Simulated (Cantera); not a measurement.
## Roasting and sulfation: MgCO3 + H2S + O2

Input: 1 mol MgCO3, 0.13 mol H2S, 0.048 mol O2, equilibrated at 100 Torr.

Method: chemical equilibrium by Gibbs-energy minimisation in Cantera with the NASA 1993 tables (ideal gas, pure condensed phases). Candidate condensed phases: C, C6H6, C7H8, C8H18, H2O, H2SO4, Mg, MgCO3, MgO, Mg(OH)2, MgS, MgSO4, S; 130 gas species. Gases not in the tables: S3 to S7. Kinetics and transport are ignored.

From 975 K to 1800 K the condensed part is MgO(s).

```json
[
 {"T (K)": "975", "log p CO2": "-0.96", "log p CO": "-2.81", "log p SO2": "-3.07", "log p H2O": "-1.95", "log p S2": "-2.30", "log p H2S": "-2.50", "n MgO(s)": "1.00"},
 {"T (K)": "1050", "log p CO2": "-0.96", "log p CO": "-2.51", "log p SO2": "-2.90", "log p H2O": "-1.93", "log p S2": "-2.29", "log p H2S": "-2.63", "n MgO(s)": "1.00"},
 {"T (K)": "1125", "log p CO2": "-0.97", "log p CO": "-2.29", "log p SO2": "-2.70", "log p H2O": "-1.91", "log p S2": "-2.29", "log p H2S": "-2.79", "n MgO(s)": "1.00"},
 {"T (K)": "1200", "log p CO2": "-0.99", "log p CO": "-2.11", "log p SO2": "-2.51", "log p H2O": "-1.90", "log p S2": "-2.31", "log p H2S": "-2.96", "n MgO(s)": "1.00"},
 {"T (K)": "1275", "log p CO2": "-1.00", "log p CO": "-1.96", "log p SO2": "-2.35", "log p H2O": "-1.90", "log p S2": "-2.37", "log p H2S": "-3.14", "n MgO(s)": "1.00"},
 {"T (K)": "1350", "log p CO2": "-1.02", "log p CO": "-1.84", "log p SO2": "-2.21", "log p H2O": "-1.90", "log p S2": "-2.45", "log p H2S": "-3.32", "n MgO(s)": "1.00"},
 {"T (K)": "1425", "log p CO2": "-1.05", "log p CO": "-1.74", "log p SO2": "-2.10", "log p H2O": "-1.90", "log p S2": "-2.57", "log p H2S": "-3.51", "n MgO(s)": "1.00"},
 {"T (K)": "1500", "log p CO2": "-1.07", "log p CO": "-1.66", "log p SO2": "-2.01", "log p H2O": "-1.90", "log p S2": "-2.73", "log p H2S": "-3.72", "n MgO(s)": "1.00"},
 {"T (K)": "1575", "log p CO2": "-1.09", "log p CO": "-1.61", "log p SO2": "-1.95", "log p H2O": "-1.90", "log p S2": "-2.96", "log p H2S": "-3.96", "n MgO(s)": "1.00"},
 {"T (K)": "1650", "log p CO2": "-1.10", "log p CO": "-1.57", "log p SO2": "-1.91", "log p H2O": "-1.91", "log p S2": "-3.27", "log p H2S": "-4.24", "n MgO(s)": "1.00"},
 {"T (K)": "1725", "log p CO2": "-1.11", "log p CO": "-1.55", "log p SO2": "-1.89", "log p H2O": "-1.90", "log p S2": "-3.65", "log p H2S": "-4.57", "n MgO(s)": "1.000"},
 {"T (K)": "1800", "log p CO2": "-1.11", "log p CO": "-1.54", "log p SO2": "-1.88", "log p H2O": "-1.90", "log p S2": "-4.08", "log p H2S": "-4.92", "n MgO(s)": "1.000"}
]
```
log p: log10 of the partial pressure in bar; n: condensed amount in mol.
